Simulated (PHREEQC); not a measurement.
PHREEQC input (ion-association model, wateq4f.dat):

```
SOLUTION_SPECIES
  2 NO3- + 12 H+ + 10 e- = N2 + 6 H2O  # shut off: nitrate stays nitrate
    -log_k -100
    -delta_h 0
    -analytic -100
SOLUTION 1
  temp 20
  units mol/kgw
  pH 7 charge
  Si 0.00033
  F 0.00198
  Na 0.00066
SOLUTION 2
  temp 20
  units mol/kgw
  pH 7 charge
  N(5) 0.042
  Cu(2) 0.021
  Cl 0.0004
  K 0.0004
END
SELECTED_OUTPUT 1
  -reset false
  -pH true
  -pe true
  -ionic_strength true
  -water true
  -totals Cl Cu F K N Na Si Cu(1) Cu(2) N(5)
    N(3) N(0) N(-3)
  -molalities H+ Cl- Cu+2 F- K+ NO3- Na+ H4SiO4 H3SiO4- H2SiO4-2
    NH3 O2 NH4+ OH- SiF6-2 HF HF2- CuCl2- CuCl3-2 Cu+
    CuCl+ CuCl2 CuCl3- CuCl4-2 CuF+ CuOH+ Cu(OH)2 Cu(OH)3- Cu(OH)4-2 Cu2(OH)2+2
    NO2- H2F2 NaF
  -equilibrium_phases Cu(OH)2 Atacamite Cu2(OH)3NO3 Chalcedony Halite CuF2:2H2O
PRINT
  -reset false
MIX 1
  1 1
  2 0
EQUILIBRIUM_PHASES 1
  Cu(OH)2 0 0
  Atacamite 0 0
  Cu2(OH)3NO3 0 0
  Chalcedony 0 0
  Halite 0 0
  CuF2:2H2O 0 0
  O2(g) -0.68 10
END
# ... the last block is repeated for the other 10 points of share of solution B
```

Selected output (columns that matter, 11 of 11 rows; share of solution B added in front):

```
share of solution B	pH	mu	Cl	Cu	F	K	N	Na	Si	m_H+	m_Cl-	m_Cu+2	m_F-	Chalcedony
0	3.3259	0.0011894	0	0	0.00198	0	0	0.00066	0.00028523	0.00048974	0	0	0.0010666	4.4767e-05
0.1	3.3359	0.0074057	4e-05	0.0021	0.001782	4e-05	0.0042	0.000594	0.00026914	0.00049979	3.9877e-05	0.0020739	0.0010166	2.7863e-05
0.2	3.3527	0.013623	8e-05	0.0042	0.001584	8e-05	0.0084	0.000528	0.00025717	0.00049112	7.9555e-05	0.0041557	0.00094758	6.8274e-06
0.3	3.3775	0.019844	0.00012	0.0063	0.001386	0.00012	0.0126	0.000462	0.000231	0.0004708	0.00011907	0.0062431	0.00086491	0
0.4	3.4129	0.026068	0.00016	0.0084	0.001188	0.00016	0.0168	0.000396	0.000198	0.00043891	0.00015844	0.0083358	0.00076811	0
0.5	3.4613	0.032294	0.0002	0.0105	0.00099	0.0002	0.021	0.00033	0.000165	0.00039637	0.00019768	0.010433	0.00066074	0
0.6	3.5262	0.038519	0.00024	0.0126	0.000792	0.00024	0.0252	0.000264	0.000132	0.00034406	0.00023679	0.012536	0.00054628	0
0.7	3.6163	0.044743	0.00028	0.0147	0.000594	0.00028	0.0294	0.000198	9.9e-05	0.00028156	0.00027579	0.014642	0.00042548	0
0.8	3.7526	0.050965	0.00032	0.0168	0.000396	0.00032	0.0336	0.000132	6.6e-05	0.00020698	0.00031468	0.016753	0.00029689	0
0.9	4.0025	0.057179	0.00036	0.0189	0.000198	0.00036	0.0378	6.6e-05	3.3e-05	0.00011707	0.00035347	0.018868	0.00015716	0
1	4.6382	0.063368	0.0004	0.021	0	0.0004	0.042	0	0	2.722e-05	0.00039216	0.020965	0	0
```

SiF6-2 is the database's only silicon fluoride.
